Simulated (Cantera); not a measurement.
Input: 1 mol SiC, 0.98 mol CO2, a varied amount of H2, held at 1752 °C and 0.100 bar.

These are equilibrium values from Cantera (NASA tables, ideal gas, pure condensed phases), not measurements of a reactor. Candidate condensed phases: C, C6H6, C7H8, C8H18, H2O, Si, SiC, SiO2; 123 gas species. Gases not in the tables: Si2H6 and higher silanes. Kinetics and transport are ignored.

x: gas mole fraction; n: condensed amount in mol.

```
n(H2) (mol)   x H2     x CO    x SiO      x H      x Si  n SiC(s)
-----------  -----  -------  -------  -------  --------  --------
11           0.843    0.113   0.0376  0.00559  0.000203     0.508
15           0.879      [?]      [?]  0.00571  0.000203     0.507
20           0.905      [?]      [?]  0.00579  0.000203     0.506
28           0.929   0.0490   0.0162  0.00586  0.000202     0.505
38           0.945   0.0368   0.0121  0.00592  0.000202     0.503
53           0.958   0.0268  0.00877  0.00596  0.000202     0.500
73           0.968   0.0197  0.00640  0.00599  0.000201     0.496
100          0.975   0.0145  0.00468  0.00601  0.000200     0.491
140          0.980   0.0104  0.00333  0.00602  0.000199     0.484
190          0.983  0.00774  0.00243  0.00604  0.000197     0.475
```

Fill in the missing entries.


- 15, x CO: 0.0865
- 15, x SiO: 0.0287
- 20, x CO: 0.0668
- 20, x SiO: 0.0221
